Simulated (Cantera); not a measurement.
What does this Cantera script print?

```python
import numpy as np
import cantera as ct

gas_names = """
    H H2 N NH NH2 NH3 N2 N2H2 N2H4 Zr ZrN
""".split()
cond_names = """
    Zr(a) Zr(b) Zr(L) ZrN(s) ZrN(L)
""".split()


# ... load() reads the species with a 1 bar reference pressure and builds the phases ...
atoms = {
    'Zr': {'Zr': 1},
    'NH3': {'N': 1, 'H': 3},
    'H2': {'H': 2},
}
top_T = {}  # K; cautious upper limits of use, not melting points


# ... equilibrate(T, P, feed) seeds the gas with the atoms and calls Mixture.equilibrate('TP', solver="vcs", rtol=1e-11, max_steps=5000) ...
results = []
feed = {'Zr': 1, 'NH3': 2.4, 'H2': 1.7}  # mol
T = 2525  # K
P = 1.5  # Pa
mix = equilibrate(T, P, feed)
results.append((T, P, feed, dict(zip(mix.species_names, mix.species_moles))))
print(gas.report(threshold=0.0001))
for i in range(1, mix.n_phases):
    print(f"{mix.phase(i).name:16s} {mix.phase_moles(i):12.5e} mol")
```

It prints:

```
       temperature   2525 K
          pressure   1.5 Pa
           density   7.6604e-07 kg/m^3
  mean mol. weight   10.721 kg/kmol
   phase of matter   gas

                          1 kg             1 kmol
                     ---------------   ---------------
          enthalpy        2.5758e+07        2.7616e+08  J
   internal energy          2.38e+07        2.5517e+08  J
           entropy             25495        2.7334e+05  J/K
    Gibbs function       -3.8617e+07       -4.1403e+08  J
 heat capacity c_p            2172.8             23296  J/K
 heat capacity c_v            1397.3             14981  J/K

                      mass frac. Y      mole frac. X     chem. pot. / RT
                     ---------------   ---------------   ---------------
                 H          0.076466           0.81332           -17.864
                H2         0.0023741          0.012626           -35.728
                N2           0.24801          0.094918           -41.214
                Zr           0.67311           0.07911           -10.474
     [   +7 minor]        3.8237e-05        2.9259e-05

Zr(L)             0.00000e+00 mol
ZrN(s)            0.00000e+00 mol
```

Equilibrium computed with Cantera from the NASA thermochemical tables; the gas is ideal and each condensed phase is pure.
